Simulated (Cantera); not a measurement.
Feed: 1 mol PbO, 0.45 mol C, 15 mol N2, equilibrated at 100000 Pa.

These are equilibrium values from Cantera (NASA tables, ideal gas, pure condensed phases), not measurements of a reactor. Candidate condensed phases: C, Pb, PbO, PbO2, Pb3O4; 27 gas species. Each liquid is taken as pure. Mutual solubility and eutectic melting of coexisting phases are not modelled. Gases not in the tables: (PbO)n polymers. Rates play no part.

Q: Which condensed phases are stable at each of these points (T (K)): 1000, 1100, 1200, 1300, 1400, 1500, 1600, 1700, 1800, 1900, 2000?

A: 
| T (K) | condensed phases | Pb condensed (%) |
|---|---|---|
| 1000 | Pb(l) + PbO(yellow) | 100.0 |
| 1100 | Pb(l) + PbO(yellow) | 99.8 |
| 1200 | Pb(l) + PbO(l) | 98.9 |
| 1300 | Pb(l) + PbO(l) | 95.2 |
| 1400 | Pb(l) + PbO(l) | 82.9 |
| 1500 | Pb(l) | 50.7 |
| 1600 | gas only | 0.0 |
| 1700 | gas only | 0.0 |
| 1800 | gas only | 0.0 |
| 1900 | gas only | 0.0 |
| 2000 | gas only | 0.0 |

From 1000 K to 1100 K the condensed part is Pb(l) + PbO(yellow). From 1200 K to 1400 K the condensed part is Pb(l) + PbO(l). At 1500 K the condensed part is Pb(l). From 1600 K to 2000 K nothing is condensed.
